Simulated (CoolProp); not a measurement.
Vapour-liquid equilibrium of R125 (1) + R236FA (2) at 441 kPa; x and y are mole fractions of (1).

Model: multi-fluid Helmholtz-energy mixture model, Lemmon 2005 and Pan 2012; pair parameters Bell 2016, in CoolProp.

```csv
x,"bubble temperature, mixture model (K)","bubble temperature, Raoult's law (K)","y, mixture model","y, Raoult's law"
0.05,308.6,307.8,0.163,0.200
0.15,299.9,298.4,0.413,0.472
0.25,292.5,290.8,0.586,0.641
0.35,286.1,284.6,0.707,0.752
0.45,280.7,279.3,0.793,0.828
0.55,275.9,274.9,0.856,0.882
0.65,271.8,271.0,0.903,0.922
0.75,268.2,267.6,0.940,0.952
0.85,264.9,264.5,0.968,0.975
0.95,261.9,261.8,0.990,0.993
```

The largest gap from Raoult's law is +1.7 K in bubble temperature, at x = 0.25. No azeotrope shows between x = 0.05 and 0.95.

The pair parameters rest on a limited set of measurements; away from them the model extrapolates.
